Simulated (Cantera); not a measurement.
An isothermal, constant-pressure homogeneous reactor starts with CH4 : H2 = 1 : 5.6 (molar parts), at 1923 K and 0.563 Torr.

Computed with Cantera and GRI-Mech 3.0 (53 species, 325 reactions). GRI-Mech 3.0 stops at C3 and has no aromatics, soot or wall deposition, so with more carbon than oxygen in the feed, carbon stays in small species such as C2H2 where larger ones or solid carbon would form. Radical loss at walls, strong at low pressure, is not modelled.

x: mole fraction; the columns are a selection and need not sum to one.

```
t (s)       x CH4   x H2       x H     x CH3    x C2H2    x C2H4
--------  -------  -----  --------  --------  --------  --------
1.00e-5     0.152  0.848   4.88e-7   5.07e-7    <1e-12    <1e-12
5.16e-5     0.152  0.848   2.32e-6   2.81e-6    <1e-12    <1e-12
0.000266    0.151  0.848   9.07e-6   1.74e-5    <1e-12  2.26e-11
0.00137     0.151  0.848   3.38e-5  0.000103  5.86e-11       ___
0.00707     0.151  0.848  0.000159  0.000543   7.66e-8       ___
0.0365      0.148  0.848  0.000824   0.00280   7.77e-5       ___
0.188      0.0977  0.871   0.00349   0.00761    0.0181       ___
0.970      0.0192  0.917   0.00509   0.00211    0.0562       ___
5.00      0.00116  0.924   0.00998  0.000249    0.0648       ___
```

Problem. Some entries are withheld; supply them.

Solution. 
- 0.00137, x C2H4: 1.07e-8
- 0.00707, x C2H4: 2.17e-6
- 0.0365, x C2H4: 0.000242
- 0.188, x C2H4: 0.00168
- 0.970, x C2H4: 0.000104
- 5.00, x C2H4: 2.55e-6
